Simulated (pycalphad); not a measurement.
All values are pycalphad results on the COST 507 light-alloy database (1999) (1 atm), not direct measurements. The data set is of 1999 and partly superseded. Phase fractions are per mole of atoms.

Give the equilibrium state of Si-48.3Ti (at.%) at 1100 K.


```
T = 1100.00 K, P = 101325 Pa, N = 1 mol of atoms
G = -114722 J/mol, H = -53859 J/mol, S = 55.33 J/(mol K)  (SER reference)
chemical potentials (J/mol): Si -58614, Ti -174779
phase             fraction      x(Si)      x(Ti)
SITI                0.8980     0.5000     0.5000
SI2TI               0.1020     0.6667     0.3333
```

Give the equilibrium state of Si-48.3Ti (at.%) at 1850 K.


```
T = 1850.00 K, P = 101325 Pa, N = 1 mol of atoms
G = -163362 J/mol, H = -7376 J/mol, S = 84.32 J/(mol K)  (SER reference)
chemical potentials (J/mol): Si -114278, Ti -215901
phase             fraction      x(Si)      x(Ti)
SI4TI5              0.5420     0.4444     0.5556
LIQUID              0.4580     0.6029     0.3971
```

Database names, with the compositions (at.%) that they take in these runs: SI4TI5: Ti 56 Si 44; SITI: Si 50 Ti 50; SI2TI: Si 67 Ti 33.
